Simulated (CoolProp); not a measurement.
R113 at several states: Z from the reference equation and from simpler models built on Tc = 487.2 K, pc = 3.392 MPa, ω = 0.253; each cubic takes its own stable root.

Model: reference Helmholtz-energy equation of state, Marx 1992, in CoolProp.

```csv
T (K),p (MPa),phase,reference
339.2,0.0232,gas,0.9926
491.4,0.376,gas,0.9628
373.7,0.528,liquid,0.02328
316.9,18.4,liquid,0.8337
463.6,0.428,gas,0.9481
473.1,0.0128,gas,0.9986
```

Problem. How far does each simpler model (van der Waals, Redlich-Kwong, Soave-Redlich-Kwong, Peng-Robinson) lie from the reference over these 6 states: mean and median of the absolute difference, and the worst?

Solution. 
- van der Waals: mean 640.7 %, median 0.6 %, worst +3790.0 % at 373.7 K and 0.528 MPa
- Redlich-Kwong: mean 611.8 %, median 0.1 %, worst +3662.9 % at 373.7 K and 0.528 MPa
- Soave-Redlich-Kwong: mean 2.5 %, median 0.1 %, worst +9.0 % at 373.7 K and 0.528 MPa
- Peng-Robinson: mean 1.8 %, median 0.5 %, worst -5.8 % at 316.9 K and 18.4 MPa

At some of these states van der Waals, Redlich-Kwong gives the other phase, because its saturation line lies elsewhere.
